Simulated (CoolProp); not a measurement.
Properties of R115 along the isobar 5.46 MPa.

Model: reference Helmholtz-energy equation of state, Lemmon 2016, in CoolProp.

```csv
T (K),phase,Z,cv (kJ/(kg K)),speed of sound (m/s),expansivity (1/kK)
216.3,liquid,0.2890,0.6067,723.7,1.946
251.7,liquid,0.2674,0.6517,581.9,2.263
287.2,liquid,0.2563,0.6987,450.7,2.854
322.7,liquid,0.2574,0.7472,323.2,4.154
358.1,supercritical,0.2860,0.8021,188.6,9.030
393.6,supercritical,0.4808,0.8506,104.7,18.66
429.1,supercritical,0.6761,0.8487,122.2,7.982
464.5,supercritical,0.7805,…,…,5.080
500,supercritical,0.8467,…,151.9,3.798
```

### Question
Fill in the missing entries.

### Answer

- 464.5, cv (kJ/(kg K)): 0.8650
- 464.5, speed of sound (m/s): 138.6
- 500, cv (kJ/(kg K)): 0.8851
